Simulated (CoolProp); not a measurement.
Saturated liquid density (kg/m³) of c-C4F8 (RC318): the reference equation beside estimates from Tc = 115.2 °C, pc = 2.778 MPa, ω = 0.355. Rackett uses Z = 0.29056 − 0.08775 ω.

Values from CoolProp's reference Helmholtz-energy equation of state, Platzer 1990. This equation is an older, rougher fit; its heat capacities, sound speeds and derivatives of the liquid may be far off and weren't checked against measurements.

```json
[
 {"T (°C)": "5.35", "reference": "1574", "Rackett": "1699", "Redlich-Kwong": "1397", "Peng-Robinson": "1677"},
 {"T (°C)": "13.35", "reference": "1544", "Rackett": "1666", "Redlich-Kwong": "1364", "Peng-Robinson": "1642"},
 {"T (°C)": "21.35", "reference": "___", "Rackett": "1631", "Redlich-Kwong": "1329", "Peng-Robinson": "___"},
 {"T (°C)": "29.35", "reference": "1481", "Rackett": "1594", "Redlich-Kwong": "1293", "Peng-Robinson": "1565"},
 {"T (°C)": "37.35", "reference": "1447", "Rackett": "1556", "Redlich-Kwong": "1254", "Peng-Robinson": "1521"},
 {"T (°C)": "45.35", "reference": "___", "Rackett": "1516", "Redlich-Kwong": "1213", "Peng-Robinson": "___"},
 {"T (°C)": "53.35", "reference": "1373", "Rackett": "1474", "Redlich-Kwong": "1170", "Peng-Robinson": "1424"},
 {"T (°C)": "61.35", "reference": "1333", "Rackett": "1429", "Redlich-Kwong": "1123", "Peng-Robinson": "1368"},
 {"T (°C)": "69.25", "reference": "1290", "Rackett": "1381", "Redlich-Kwong": "___", "Peng-Robinson": "1307"},
 {"T (°C)": "77.25", "reference": "1242", "Rackett": "1328", "Redlich-Kwong": "1020", "Peng-Robinson": "1239"},
 {"T (°C)": "85.25", "reference": "1188", "Rackett": "1269", "Redlich-Kwong": "959.7", "Peng-Robinson": "___"},
 {"T (°C)": "93.25", "reference": "1125", "Rackett": "1201", "Redlich-Kwong": "891.6", "Peng-Robinson": "1072"},
 {"T (°C)": "101.25", "reference": "1046", "Rackett": "1118", "Redlich-Kwong": "810.8", "Peng-Robinson": "963.4"},
 {"T (°C)": "109.25", "reference": "928.7", "Rackett": "___", "Redlich-Kwong": "704.0", "Peng-Robinson": "817.0"}
]
```

Problem. What belongs in the gaps?

Solution. 
- 21.35, reference: 1513
- 21.35, Peng-Robinson: 1605
- 45.35, reference: 1411
- 45.35, Peng-Robinson: 1475
- 69.25, Redlich-Kwong: 1074
- 85.25, Peng-Robinson: 1162
- 109.25, Rackett: 998.9

Absolute difference from the reference over all 14 rows, mean and median: Rackett 7.3 and 7.4 %, Redlich-Kwong 16.2 and 15.3 %, Peng-Robinson 4.9 and 4.9 %.
